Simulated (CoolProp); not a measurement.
Properties of nitrogen at several states.

Model: reference Helmholtz-energy equation of state, Span 2000, in CoolProp.

| T (K) | p (kPa) | phase | density (kg/m³) | Prandtl number |
|---|---|---|---|---|
| 286.6 | 7720 | supercritical | 91.48 | 0.764 |
| 590.8 | 219 | gas | 1.248 | 0.709 |
| 111.6 | 5880 | liquid | … | 1.64 |
| 321.1 | 21.9 | gas | 0.2298 | … |
| 88.9 | 299 | gas | … | … |
| 755.2 | 5860 | supercritical | 25.53 | … |

Problem. Fill in the missing entries.

Solution. 
- 111.6, density (kg/m³): 651.7
- 321.1, Prandtl number: 0.714
- 88.9, density (kg/m³): 12.44
- 88.9, Prandtl number: 0.900
- 755.2, Prandtl number: 0.722

Viscosity comes from a separate model (Lemmon 2004). Thermal conductivity comes from a separate model (Lemmon 2004).
